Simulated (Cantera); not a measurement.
Charge: 1 mol SiO₂, 0.9 mol C, 0.18 mol H₂, 14 mol CO, at 1075 K.

Equilibrium computed with Cantera from the NASA thermochemical tables; the gas is ideal and each condensed phase is pure. Candidate condensed phases: C, C₆H₆, C₇H₈, C₈H₁₈, H₂O, Si, SiC, SiO₂; 123 gas species. The numbers say what is thermodynamically allowed, not how fast it happens.

Problem. At 52.0 Pa, list the 3 most abundant gas species with their mole fractions, and the condensed phases.

Solution. CO 0.987, H₂ 0.0127, CO₂ 6.89e-5. Condensed: C(graphite) + SiO₂(β-quartz).
